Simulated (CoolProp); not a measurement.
Values from CoolProp's reference Helmholtz-energy equation of state, Akasaka 2020.

Q: For R1123, give the phase and the cp (kJ/(kg K)), cv (kJ/(kg K)), isothermal compressibility (1/MPa), expansivity (1/kK) at 355.5 K and 20 MPa; 376.2 K and 20 MPa; 438.5 K and 20 MPa.

A: 
- 355.5 K and 20 MPa: supercritical; cp 1.52, cv 0.919, isothermal compressibility 0.0112, expansivity 4.22
- 376.2 K and 20 MPa: supercritical; cp 1.57, cv 0.940, isothermal compressibility 0.0161, expansivity 4.78
- 438.5 K and 20 MPa: supercritical; cp 1.55, cv 0.994, isothermal compressibility 0.0345, expansivity 5.17
